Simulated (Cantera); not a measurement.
An isothermal, constant-pressure homogeneous reactor starts with NO : N2 = 1 : 0.13 (molar parts), at 1850 K and 0.0109 atm. Integrator tolerance rtol = 1e-08.

Detailed kinetics in Cantera: GRI-Mech 3.0 (53 species, 325 reactions). Radical loss at walls, strong at low pressure, is not modelled.

Task: What does this change do: pressure from 0.0109 atm to 1.00 atm?

Result: 
```
quantity                                            before                                      after
----------------  ----------------------------------------  -----------------------------------------
x(NO) at 2.00 s      0.865 (gas-phase equilibrium 0.00597)      0.335 (gas-phase equilibrium 0.00597)
x(N2) at 2.00 s        0.125 (gas-phase equilibrium 0.554)        0.390 (gas-phase equilibrium 0.554)
x(O) at 2.00 s    0.000360 (gas-phase equilibrium 0.00122)  0.000102 (gas-phase equilibrium 0.000128)
x(N2O) at 2.00 s  0.000236 (gas-phase equilibrium 3.00e-8)    4.52e-5 (gas-phase equilibrium 2.88e-7)
x(NO2) at 2.00 s   4.18e-5 (gas-phase equilibrium 2.05e-6)   0.000874 (gas-phase equilibrium 1.97e-5)
x(O2) at 2.00 s      0.00940 (gas-phase equilibrium 0.439)        0.274 (gas-phase equilibrium 0.439)
```
